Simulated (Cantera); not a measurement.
Cantera run, input and output.

```python
import numpy as np
import cantera as ct

gas = ct.Solution("gri30.yaml")


def delay(T, t_max=10):
    gas.TPX = T, 120000, {'CH4': 1, 'O2': 2.82, 'N2': 10.6}
    reactor = ct.IdealGasReactor(gas, clone=False)
    net = ct.ReactorNet([reactor])
    net.rtol, net.atol = 1e-8, 1e-16
    while net.time < t_max:
        t_old, T_old = net.time, reactor.T
        net.step()
        if reactor.T > T + 400:  # ignition: a rise of 400 K
            return t_old + (T + 400 - T_old) / (reactor.T - T_old) * (net.time - t_old)
    return np.nan


taus = []
for T in [1123, 1223, 1323, 1423, 1523, 1623, 1723, 1823]:
    taus.append(delay(T))
    print(f"T0 = {T:6g} K   tau = {taus[-1]:.4e} s")
```

Result:

```
T0 =   1123 K   tau = 9.8717e-02 s
T0 =   1223 K   tau = 2.2757e-02 s
T0 =   1323 K   tau = 6.0980e-03 s
T0 =   1423 K   tau = 1.8958e-03 s
T0 =   1523 K   tau = 6.9037e-04 s
T0 =   1623 K   tau = 2.9388e-04 s
T0 =   1723 K   tau = 1.4252e-04 s
T0 =   1823 K   tau = 7.6369e-05 s
```

Cantera simulation using GRI-Mech 3.0 (53 species, 325 reactions); the numbers are that mechanism's predictions, not measurements.
